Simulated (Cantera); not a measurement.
Feed: 1 mol Si₂Cl₆, 0.013 mol Cl₂, 150 mol N₂, held at 0.0150 bar.

These are equilibrium values from Cantera (NASA tables, ideal gas, pure condensed phases), not measurements of a reactor. Candidate condensed phases: Si, Si₃N₄; 13 gas species. The feed counts by its element totals alone. N₂ is the only nitrogen source here; it is nearly inert below about 1500 K, so the nitride shown seldom forms there in practice. Equilibrium is a limit: real reactors are often held back by kinetics, nucleation or transport.

Problem. Which condensed phases are stable at each of these points (T (K)): 848, 898, 948, 998, 1048, 1098, 1148, 1198, 1248, 1298, 1348, 1398?

Solution. 
```
T (K)  condensed phases  Si condensed (%)
-----  ----------------  ----------------
848            Si₃N₄(s)              24.7
898            Si₃N₄(s)              24.7
948            Si₃N₄(s)              24.7
998            Si₃N₄(s)              24.6
1048           Si₃N₄(s)              24.6
1098           Si₃N₄(s)              24.4
1148           Si₃N₄(s)              24.1
1198           Si₃N₄(s)              23.2
1248           Si₃N₄(s)              21.2
1298           Si₃N₄(s)              16.8
1348           Si₃N₄(s)               8.4
1398           gas only               0.0
```

From 848 K to 1348 K the condensed part is Si₃N₄(s). At 1398 K nothing is condensed.
